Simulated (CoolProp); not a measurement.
Nitrous oxide along the isobar 290 bar: density (kg/m³) from the reference equation and from simpler models built on Tc = 309.5 K, pc = 72.45 bar, ω = 0.161; each cubic takes its own stable root.

Model: reference Helmholtz-energy equation of state, Lemmon 2006, in CoolProp. It is a short technical equation, of lower accuracy than the large ones.

| T (K) | phase | reference |
|---|---|---|
| 265.9 | liquid | 1045 |
| 275.7 | liquid | 1015 |
| 285.6 | liquid | 984.6 |
| 295.5 | liquid | 952.7 |
| 305.3 | liquid | 920.1 |
| 315.2 | supercritical | 886.0 |
| 325 | supercritical | 851.0 |
| 334.9 | supercritical | 814.6 |
| 344.7 | supercritical | 777.6 |
| 354.6 | supercritical | 739.5 |
| 364.5 | supercritical | 701.0 |
| 374.3 | supercritical | 663.3 |
| 384.2 | supercritical | 626.1 |
| 394 | supercritical | 590.9 |

Task: How far does each simpler model (van der Waals, Soave-Redlich-Kwong) lie from the reference over these 14 states: mean and median of the absolute difference, and the worst?

Result: 
- van der Waals: mean 22.8 %, median 24.2 %, worst -31.1 % at 265.9 K and 290 bar
- Soave-Redlich-Kwong: mean 8.2 %, median 8.4 %, worst -9.7 % at 384.2 K and 290 bar
